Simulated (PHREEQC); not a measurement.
Consider water at 25 °C with 0.29 mol CdSO4, 0.054 mol Na2SO4 and 0.11 mol MnSO4 per kg of water. Closed to the air; pH follows from the charge balance.

The numbers come from PHREEQC with the ion-association model, phreeqc.dat.

Q: The ionic strength comes out as 0.743 mol/kgw. What activity coefficients do Cd+2, HSO4-, SO4-2, Cd2OH+3, Mn+2 get?

A: Cd+2 0.32, HSO4- 0.76, SO4-2 0.17, Cd2OH+3 0.079, Mn+2 0.22.

Precipitation was switched off in this run. The ionic strength is past about 0.7 mol/kgw, beyond the range of this activity model, so the values are rough.
